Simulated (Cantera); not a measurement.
Feed: 1 mol TiO₂, 180 mol H₂, held at 1050 K and 220 Pa.

These are equilibrium values from Cantera (NASA tables, ideal gas, pure condensed phases), not measurements of a reactor. Candidate condensed phases: H₂O, Ti, TiO, TiO₂, Ti₂O₃, Ti₃O₅, Ti₄O₇; 12 gas species. Mutual solubility and eutectic melting of coexisting phases are not modelled. Condensed phases not in the tables: Magnéli phases beyond Ti₄O₇. Kinetics and transport are ignored.

Base state: H₂ 1.000, H₂O 0.000158 (mole fractions); condensed: TiO₂(rutile) + Ti₄O₇(s).

### Question
What changes in the equilibrium state with this change: temperature from 1050 K to 1773.15 K?

### Answer
| species | before | after |
|---|---|---|
| H₂ | 1.000 | 0.992 |
| H | 1.73e-7 | 0.00605 |
| H₂O | 0.000158 | 0.00185 |
| TiO₂(rutile), mol | 0.886 | 0 |
| Ti₄O₇(s), mol | 0.0284 | 0 |
| Ti₃O₅(s), mol | 0 | 0.333 |
